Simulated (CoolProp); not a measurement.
Properties of R227EA along the isobar 5.14 bar (Tc = 101.8 °C, pc = 29.25 bar, ω = 0.358).

Model: reference Helmholtz-energy equation of state, Lemmon 2016, in CoolProp.

```
T (°C)   phase  density (kg/m³)  cv (kJ/(kg K))  speed of sound (m/s)  fugacity coefficient
------  ------  ---------------  --------------  --------------------  --------------------
-66.85  liquid             1708          0.7039                 805.0               0.01170
-36.95  liquid             1615          0.7358                 676.1               0.07374
-7.15   liquid             1514          0.7764                 551.0                0.2764
22.75   liquid             1398          0.8232                 427.5                0.7333
52.55      gas            36.22          0.8203                 117.5                0.9015
82.45      gas            32.02          0.8536                 126.5                0.9280
112.25     gas            28.91          0.8891                 134.1                0.9458
142.15     gas            26.44          0.9239                 140.8                0.9586
171.95     gas            24.41          0.9566                 147.0                0.9680
201.85     gas            22.70          0.9868                 152.8                0.9751
```
